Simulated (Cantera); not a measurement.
Pb + NH₃ + H₂ (metals in furnace atmospheres)

Charge: 1 mol Pb, 3 mol NH₃, a varied amount of H₂, held at 1648 K and 0.0600 bar.

These are equilibrium values from Cantera (NASA tables, ideal gas, pure condensed phases), not measurements of a reactor. Candidate condensed phases: Pb; 11 gas species. The numbers say what is thermodynamically allowed, not how fast it happens.

From 14 mol H₂ to 240 mol H₂ nothing is condensed. The main Pb-bearing gas is Pb throughout.

```json
[
 {"n(H₂) (mol)": "14", "x H₂": "0.881", "x N₂": "0.0714", "x Pb": "0.0476", "x H": "0.000341", "x Pb₂": "1.49e-6", "x NH₃": "5.47e-7"},
 {"n(H₂) (mol)": "20", "x H₂": "0.907", "x N₂": "0.0555", "x Pb": "0.0370", "x H": "0.000346", "x Pb₂": "9.00e-7", "x NH₃": "5.04e-7"},
 {"n(H₂) (mol)": "29", "x H₂": "0.930", "x N₂": "0.0417", "x Pb": "0.0278", "x H": "0.000351", "x Pb₂": "5.06e-7", "x NH₃": "4.53e-7"},
 {"n(H₂) (mol)": "41", "x H₂": "0.948", "x N₂": "0.0312", "x Pb": "0.0208", "x H": "0.000354", "x Pb₂": "2.85e-7", "x NH₃": "4.04e-7"},
 {"n(H₂) (mol)": "59", "x H₂": "0.962", "x N₂": "0.0227", "x Pb": "0.0151", "x H": "0.000357", "x Pb₂": "1.51e-7", "x NH₃": "3.52e-7"},
 {"n(H₂) (mol)": "83", "x H₂": "0.972", "x N₂": "0.0167", "x Pb": "0.0111", "x H": "0.000358", "x Pb₂": "8.10e-8", "x NH₃": "3.06e-7"},
 {"n(H₂) (mol)": "120", "x H₂": "0.980", "x N₂": "0.0118", "x Pb": "0.00787", "x H": "0.000360", "x Pb₂": "4.07e-8", "x NH₃": "2.61e-7"},
 {"n(H₂) (mol)": "170", "x H₂": "0.986", "x N₂": "0.00847", "x Pb": "0.00565", "x H": "0.000361", "x Pb₂": "2.09e-8", "x NH₃": "2.23e-7"},
 {"n(H₂) (mol)": "240", "x H₂": "0.990", "x N₂": "0.00607", "x Pb": "0.00405", "x H": "0.000362", "x Pb₂": "1.08e-8", "x NH₃": "1.90e-7"}
]
```
x: gas mole fraction; nothing condenses.
